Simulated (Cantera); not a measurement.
Input: 1 mol B, 1.2 mol NH3, at 1450 K and 1.33 mbar.

Cantera equilibrium calculation (NASA polynomials, part measured and part estimated; ideal gas, pure solids and liquids). Candidate condensed phases: B, BN; 15 gas species. The numbers say what is thermodynamically allowed, not how fast it happens.

Base state: H2 0.947, N2 0.0526, H 0.000252 (mole fractions); condensed: BN(s).

Task: What changes in the equilibrium state with this change: B replaced by BCl3?

Result: 
```json
[
 {"species": "HCl", "before": "0", "after": "0.837"},
 {"species": "H2", "before": "0.947", "after": "0.111"},
 {"species": "N2", "before": "0.0526", "after": "0.0369"},
 {"species": "BCl3", "before": "0", "after": "0.0148"},
 {"species": "Cl", "before": "0", "after": "0.000531"},
 {"species": "BCl2", "before": "0", "after": "0.000137"},
 {"species": "BCl", "before": "0", "after": "4.48e-5"},
 {"species": "BN(s), mol", "before": "1.00", "after": "0.949"}
]
```
The tables' values for BCl2, BCl are old estimates; treat these amounts as uncertain. Gases not in the tables: BHCl2. Further candidate phases: NH4Cl.

Task: What changes in the equilibrium state with this change: B replaced by B2O3?

Result: 
| species | before | after |
|---|---|---|
| H2 | 0.947 | 0.732 |
| N2 | 0.0526 | 0.246 |
| HBO2 | 0 | 0.00841 |
| HBO | 0 | 0.00607 |
| B2O3 | 0 | 0.00564 |
| B2O2 | 0 | 0.000431 |
| BN(s), mol | 1.00 | 0.00181 |
| B2O3(l), mol | 0 | 0.967 |
Mutual solubility and eutectic melting of coexisting phases are not modelled. Further candidate phases: B2O3, B3O3H3, H2O.
